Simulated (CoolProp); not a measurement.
A simple Rankine cycle with n-octane: condensing at 318.15 K, boiler at 1.36 MPa, turbine inlet 619 K, turbine efficiency 0.85, pump efficiency 0.7, no recuperator. Each further row changes one setting.

Computed with CoolProp (reference Helmholtz-energy equation of state, Beckmüller 2019).

```json
[
 {"case": "as stated", "thermal efficiency (%)": "18.1", "net work (kJ/kg)": "187", "heat in (kJ/kg)": "1030", "turbine exit temperature (K)": "541.6", "volume ratio over the turbine": "266"},
 {"case": "condensing temperature 310.15 K", "thermal efficiency (%)": "19.0", "net work (kJ/kg)": "200", "heat in (kJ/kg)": "1050", "turbine exit temperature (K)": "536.7", "volume ratio over the turbine": "392"},
 {"case": "boiler pressure 0.952 MPa", "thermal efficiency (%)": "17.1", "net work (kJ/kg)": "179", "heat in (kJ/kg)": "1040", "turbine exit temperature (K)": "548.3", "volume ratio over the turbine": "178"},
 {"case": "turbine efficiency 0.75", "thermal efficiency (%)": "15.9", "net work (kJ/kg)": "165", "heat in (kJ/kg)": "1030", "turbine exit temperature (K)": "549.9", "volume ratio over the turbine": "270"}
]
```
